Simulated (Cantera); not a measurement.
Input (Python, Cantera) and output of one run.

```python
import numpy as np
import cantera as ct

gas_names = [...]  # 151 gases of nasa_gas.yaml made of C, H, N, O, Si
cond_names = """
    C(gr) C6H6(L) C7H8(L) C8H18(L),n-octa H2O(s) H2O(L) Si(cr) Si(L) SiC(b) SiO2(Lqz) SiO2(hqz) SiO2(L)
    Si2N2O(s) Si3N4(a)
""".split()


# ... load() reads the species with a 1 bar reference pressure and builds the phases ...
atoms = {
    'TEOS': {'Si': 1, 'C': 8, 'H': 20, 'O': 4},
    'O2': {'O': 2},
    'N2': {'N': 2},
}
top_T = {'C(gr)': 4500, 'SiC(b)': 3050, 'Si2N2O(s)': 2100, 'Si3N4(a)': 2400}  # K; cautious upper limits of use, not melting points


# ... equilibrate(T, P, feed) seeds the gas with the atoms and calls Mixture.equilibrate('TP', solver="vcs", rtol=1e-11, max_steps=5000) ...
results = []
T = 900  # K
P = 2500  # Pa
for m in [9.8, 14, 17, 21, 25, 29, 33, 36, 40, 44, 48, 52]:
    feed = {'TEOS': 1, 'O2': 0.07, 'N2': m}  # mol
    mix = equilibrate(T, P, feed)
    results.append((T, P, feed, dict(zip(mix.species_names, mix.species_moles))))

top = {s: max(r[3][s] / sum(r[3][g] for g in gas_names) for r in results) for s in gas_names}
cols = sorted((s for s in top if top[s] > 0.0001), key=lambda s: -top[s])[:6]
seen = [c for c in cond_names if any(r[3].get(c, 0) > 1e-12 for r in results)]
print("log10 of partial pressures in bar; condensed amounts in mol")
print(f"{'n(N2)':>10s}" + "".join(f"{s[:9]:>10s}" for s in cols + seen))
for T, P, feed, n in results:
    ng = sum(n[g] for g in gas_names)
    print(f"{feed['N2']:10.4g}" + "".join(f"{np.log10(max(n[s] / ng * P / 1e5, 1e-99)):10.3f}" for s in cols)
          + "".join(f"{n.get(c, 0):10.4g}" for c in seen))
```

Output:

```
log10 of partial pressures in bar; condensed amounts in mol
     n(N2)        N2        H2        CO       H2O       CH4       CO2     C(gr) SiO2(hqz)
       9.8    -1.950    -1.946    -2.633    -4.194    -4.399    -4.519     5.907         1
        14    -1.872    -2.022    -2.706    -4.344    -4.550    -4.666       5.9         1
        17    -1.835    -2.069    -2.752    -4.436    -4.645    -4.757     5.897         1
        21    -1.799    -2.125    -2.806    -4.546    -4.756    -4.865     5.892         1
        25    -1.773    -2.174    -2.854    -4.643    -4.854    -4.962     5.889         1
        29    -1.753    -2.219    -2.898    -4.731    -4.943    -5.048     5.886         1
        33    -1.738    -2.259    -2.937    -4.811    -5.023    -5.127     5.884         1
        36    -1.728    -2.287    -2.964    -4.866    -5.079    -5.182     5.883         1
        40    -1.717    -2.321    -2.998    -4.934    -5.148    -5.249     5.881         1
        44    -1.708    -2.353    -3.030    -4.998    -5.212    -5.312      5.88         1
        48    -1.700    -2.383    -3.059    -5.057    -5.272    -5.371     5.878         1
        52    -1.693    -2.411    -3.086    -5.112    -5.327    -5.426     5.877         1
```

These are equilibrium values from Cantera (NASA tables, ideal gas, pure condensed phases), not measurements of a reactor. The feed counts by its element totals alone.
